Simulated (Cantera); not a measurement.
A jet of CH₄ : O₂ : N₂ = 0.019 : 0.12 : 0.79 (molar parts) at 300 K and 0.434 atm hits a platinum plate 9.4 cm away at a mass flux of 0.12 kg/m²/s; the plate temperature is set and raised in steps from an oxygen-covered start.

Cantera simulation using Deutschmann's 1995 Pt surface mechanism with GRI-Mech 3.0 gas chemistry; the numbers are that mechanism's predictions, not measurements. Catalytic surfaces can have several steady states; this one follows from the mechanism file's or the stated starting coverage.

x: mole fraction at the wall; θ: surface coverage.

| plate T (K) | wall x CH₄ | wall x O₂ | wall x H₂O | wall x OH | wall x CO | wall x CO₂ | θ free Pt | θ O* | θ OH* |
|---|---|---|---|---|---|---|---|---|---|
| 850 | 0.0154 | 0.118 | 0.00954 | <1e-8 | 3.32e-6 | 0.00625 | 0.0827 | 0.916 | 0.00148 |
| 900 | 0.0107 | 0.108 | 0.0181 | 1.69e-8 | 3.31e-6 | 0.0119 | 0.130 | 0.868 | 0.00199 |
| 950 | 0.00687 | 0.100 | 0.0252 | 5.03e-8 | 2.91e-6 | 0.0166 | 0.185 | 0.813 | 0.00221 |
| 1000 | (withheld) | 0.0951 | (withheld) | (withheld) | (withheld) | 0.0196 | (withheld) | 0.754 | 0.00221 |
| 1050 | (withheld) | 0.0920 | 0.0323 | (withheld) | (withheld) | 0.0213 | (withheld) | (withheld) | 0.00209 |
| 1100 | 0.00182 | 0.0901 | 0.0341 | 7.28e-7 | 3.36e-6 | 0.0223 | 0.367 | 0.631 | 0.00193 |
| 1150 | 0.00113 | 0.0887 | 0.0354 | 1.45e-6 | 4.25e-6 | 0.0231 | 0.427 | 0.571 | 0.00175 |
| 1200 | 0.000615 | 0.0875 | 0.0365 | 2.70e-6 | 5.23e-6 | 0.0237 | 0.486 | 0.512 | 0.00158 |

**Question.** What belongs in the gaps?

**Answer.** 
- 1000, wall x CH₄: 0.00440
- 1000, wall x H₂O: 0.0297
- 1000, wall x OH: 1.34e-7
- 1000, wall x CO: 2.49e-6
- 1000, θ free Pt: 0.244
- 1050, wall x CH₄: 0.00294
- 1050, wall x OH: 3.18e-7
- 1050, wall x CO: 2.19e-6
- 1050, θ free Pt: 0.305
- 1050, θ O*: 0.693
